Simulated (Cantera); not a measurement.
Input (Python, Cantera):

```python
import numpy as np
import cantera as ct

gas = ct.Solution("gri30.yaml")
gas.TPX = 700, 660000, {'CH4': 1, 'H2': 0.19, 'O2': 1.5, 'N2': 5.84, 'H2O': 0.22}
flame = ct.FreeFlame(gas, width=0.011)
flame.set_refine_criteria(ratio=3, slope=0.08, curve=0.16)
flame.transport_model = "mixture-averaged"
flame.solve(loglevel=0, auto=True)
z, T = flame.grid, flame.T
thick = (T[-1] - T[0]) / np.gradient(T, z).max()
show = ['CH4', 'H2', 'O2', 'NO', 'C2H2', 'H']
print(f"laminar burning velocity  {flame.velocity[0] * 100:.3f} cm/s")
print(f"burnt temperature         {T[-1]:.1f} K")
print(f"thermal thickness         {thick * 1e3:.4f} mm")
print(f"grid points               {len(z)}")
z0 = z[flame.heat_release_rate.argmax()]
print(f"{'z/mm':>9s}{'T/K':>9s}{'u/(m/s)':>9s}" + "".join(f"{s:>11s}" for s in show))
rows = []
for k in (-3, -2, -1.5, -1, -0.5, -0.25, 0, 0.25, 0.5, 1, 2, 4, 8):
    zz = z0 + k * thick
    rows.append([k * thick, np.interp(zz, z, T), np.interp(zz, z, flame.velocity),
                 *(np.interp(zz, z, flame.X[gas.species_index(s)]) for s in show)])
    print(f"{rows[-1][0] * 1e3:9.3f}{rows[-1][1]:9.1f}{rows[-1][2]:9.3f}" + "".join(f"{x:11.3e}" for x in rows[-1][3:]))
```

Output:

```
laminar burning velocity  46.980 cm/s
burnt temperature         2224.9 K
thermal thickness         0.1358 mm
grid points               130
     z/mm      T/K  u/(m/s)        CH4         H2         O2         NO       C2H2          H
   -0.408    701.9    0.472  1.138e-01  2.427e-02  1.709e-01  1.305e-09  2.721e-07  5.286e-13
   -0.272    710.3    0.479  1.128e-01  2.723e-02  1.698e-01  8.385e-09  2.015e-06  1.286e-11
   -0.204    735.7    0.498  1.104e-01  3.049e-02  1.675e-01  3.721e-08  9.765e-06  2.921e-10
   -0.136    848.9    0.580  1.015e-01  3.597e-02  1.577e-01  2.698e-07  6.512e-05  3.588e-08
   -0.068   1268.2    0.882  6.912e-02  4.394e-02  1.157e-01  2.691e-06  4.374e-04  1.261e-05
   -0.034   1631.0    1.147  3.987e-02  4.838e-02  7.359e-02  6.117e-06  1.038e-03  1.323e-04
    0.000   1961.3    1.392  1.419e-02  5.172e-02  3.119e-02  1.149e-05  2.110e-03  7.353e-04
    0.034   2127.3    1.514  4.171e-03  5.349e-02  9.632e-03  1.956e-05  2.039e-03  1.361e-03
    0.068   2185.5    1.555  1.710e-03  5.528e-02  2.947e-03  2.750e-05  1.427e-03  1.405e-03
    0.136   2215.8    1.575  6.671e-04  5.808e-02  3.952e-04  3.776e-05  7.798e-04  1.055e-03
    0.272   2224.6    1.581  2.842e-04  6.040e-02  2.396e-05  4.819e-05  3.599e-04  7.309e-04
    0.543   2225.7    1.582  9.505e-05  6.162e-02  3.034e-06  6.102e-05  1.117e-04  6.246e-04
    1.087   2225.2    1.582  1.278e-05  6.204e-02  2.708e-06  7.646e-05  1.319e-05  6.198e-04
```

Cantera simulation using GRI-Mech 3.0 (53 species, 325 reactions); the numbers are that mechanism's predictions, not measurements. Burning velocities carry a grid error of a few per cent, more on coarse grids.
